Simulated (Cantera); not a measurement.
**Thermodynamics of silicon oxide and oxynitride deposition, feed SiH4 + O2 + N2**

Input: 1 mol SiH4, a varied amount of O2, 140 mol N2, equilibrated at 1225 K and 0.0350 bar.

Method: chemical equilibrium by Gibbs-energy minimisation in Cantera with the NASA 1993 tables (ideal gas, pure condensed phases). Candidate condensed phases: H2O, Si, SiO2, Si2N2O, Si3N4; 35 gas species. N2 is the only nitrogen source here; it is nearly inert below about 1500 K, so the nitride shown seldom forms there in practice. Mutual solubility and eutectic melting of coexisting phases are not modelled. The tables hold silica as quartz up to 1696 K and as liquid above; real silica turns to tridymite and cristobalite and melts near 1996 K. Kinetics and transport are ignored.

| n(O2) (mol) | x N2 | x O2 | x H2 | x H2O | x NO | x OH | x H | n SiO2(β-quartz) | n Si2N2O(s) |
|---|---|---|---|---|---|---|---|---|---|
| 0.36 | 0.986 | <1e-12 | 0.0141 | 1.72e-6 | <1e-12 | <1e-12 | 1.98e-7 | 0.147 | 0.427 |
| 0.8 | 0.986 | <1e-12 | 0.0141 | 1.71e-6 | <1e-12 | <1e-12 | 1.98e-7 | 0.733 | 0.133 |
| 1.2 | 0.986 | <1e-12 | 0.0113 | 0.00282 | 1.63e-11 | 4.02e-10 | 1.77e-7 | 1.00 | 0 |
| 1.7 | 0.986 | <1e-12 | 0.00423 | 0.00986 | 1.52e-10 | 2.30e-9 | 1.08e-7 | 1.00 | 0 |
| 2.1 | 0.985 | 0.000696 | 6.03e-8 | 0.0141 | 1.52e-5 | 8.69e-7 | 4.09e-10 | 1.00 | 0 |
| 2.5 | 0.982 | 0.00349 | 2.68e-8 | 0.0140 | 3.39e-5 | 1.30e-6 | 2.73e-10 | 1.00 | 0 |
| 3 | 0.979 | 0.00697 | 1.89e-8 | 0.0140 | 4.79e-5 | 1.54e-6 | 2.29e-10 | 1.00 | 0 |
| 3.4 | 0.976 | 0.00973 | 1.60e-8 | 0.0139 | 5.65e-5 | 1.67e-6 | 2.11e-10 | 1.00 | 0 |
| 3.9 | 0.973 | 0.0132 | 1.37e-8 | 0.0139 | 6.56e-5 | 1.80e-6 | 1.95e-10 | 1.00 | 0 |
| 4.3 | 0.970 | 0.0159 | 1.24e-8 | 0.0139 | 7.20e-5 | 1.89e-6 | 1.86e-10 | 1.00 | 0 |
x: gas mole fraction; n: condensed amount in mol.

From 0.36 mol O2 to 0.8 mol O2 the condensed part is SiO2(β-quartz) + Si2N2O(s). From 1.2 mol O2 to 4.3 mol O2 the condensed part is SiO2(β-quartz).
